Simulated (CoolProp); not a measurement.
Vapour pressure (kPa) of n-dodecane: the reference equation beside estimates from Tc = 658.1 K, pc = 1818 kPa, ω = 0.574.

Values from CoolProp's reference Helmholtz-energy equation of state, Lemmon 2004. It is a short technical equation, of lower accuracy than the large ones.

| T (K) | reference | Lee-Kesler | van der Waals | Redlich-Kwong | Peng-Robinson |
|---|---|---|---|---|---|
| 419.6 | 13.48 | 13.33 | 222.3 | 68.54 | 13.94 |
| 433 | 21.16 | 21.02 | 263.6 | 92.10 | 21.75 |
| 446.4 | 32.12 | 32.02 | 309.7 | 121.2 | 32.84 |
| 459.7 | 47.15 | 47.16 | 360.4 | 156.1 | 48.04 |
| 473.1 | 67.55 | 67.75 | 416.8 | 198.2 | 68.64 |
| 486.5 | 94.43 | 94.92 | 478.5 | 247.8 | 95.79 |
| 499.8 | 128.8 | 129.7 | 545.4 | 305.1 | 130.6 |
| 513.2 | 172.8 | 174.1 | 618.5 | 371.7 | 175.0 |
| 526.5 | 227.2 | 229.0 | 696.9 | 447.1 | 230.1 |
| 539.9 | 294.6 | 296.9 | 782.0 | 533.2 | 298.4 |
| 553.3 | 376.5 | 379.3 | 873.4 | 630.0 | 381.6 |
| 566.6 | 474.2 | 477.4 | 970.3 | 737.1 | 481.0 |
| 580 | 591.5 | 595.0 | 1075 | 856.9 | 600.2 |
| 593.4 | 730.1 | 733.8 | 1185 | 989.1 | 741.0 |

Absolute difference from the reference over all 14 rows, mean and median: Lee-Kesler 0.6 and 0.7 %, van der Waals 463.0 and 290.7 %, Redlich-Kwong 160.1 and 126.0 %, Peng-Robinson 1.7 and 1.5 %.
